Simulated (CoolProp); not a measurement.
Vapour-liquid equilibrium of n-hexane (1) + toluene (2) at 425.6 K; x and y are mole fractions of (1).

Values from CoolProp's multi-fluid Helmholtz-energy mixture model, Thol 2019 and Lemmon 2006; pair parameters Bell 2016.

| x | bubble pressure, mixture model (kPa) | bubble pressure, Raoult's law (kPa) | y, mixture model | y, Raoult's law |
|---|---|---|---|---|
| 0.05 | [?] | 315.9 | 0.142 | 0.125 |
| 0.125 | 374.9 | 353.4 | [?] | 0.279 |
| 0.2 | 419.2 | 390.8 | [?] | 0.404 |
| 0.275 | 460.2 | 428.2 | 0.503 | 0.507 |
| 0.35 | [?] | 465.7 | [?] | 0.594 |
| 0.425 | 535.0 | 503.1 | 0.640 | 0.667 |
| 0.5 | 569.9 | 540.5 | 0.697 | 0.731 |
| 0.575 | 603.8 | 577.9 | 0.748 | 0.786 |
| 0.65 | [?] | 615.4 | 0.796 | 0.834 |
| 0.725 | 669.8 | 652.8 | 0.841 | 0.877 |
| 0.8 | [?] | 690.2 | 0.885 | 0.916 |
| 0.875 | 735.1 | 727.6 | 0.929 | 0.950 |
| 0.95 | [?] | 765.1 | 0.971 | 0.981 |

Question: Fill in the missing entries.

Answer: 
- 0.05, bubble pressure, mixture model (kPa): 326.3
- 0.125, y, mixture model: 0.298
- 0.2, y, mixture model: 0.413
- 0.35, bubble pressure, mixture model (kPa): 498.6
- 0.35, y, mixture model: 0.577
- 0.65, bubble pressure, mixture model (kPa): 637.0
- 0.8, bubble pressure, mixture model (kPa): 702.4
- 0.95, bubble pressure, mixture model (kPa): 767.9

The largest gap from Raoult's law is +7.5 % in bubble pressure, at x = 0.275. No azeotrope shows between x = 0.05 and 0.95.

The pair parameters rest on a limited set of measurements; away from them the model extrapolates.
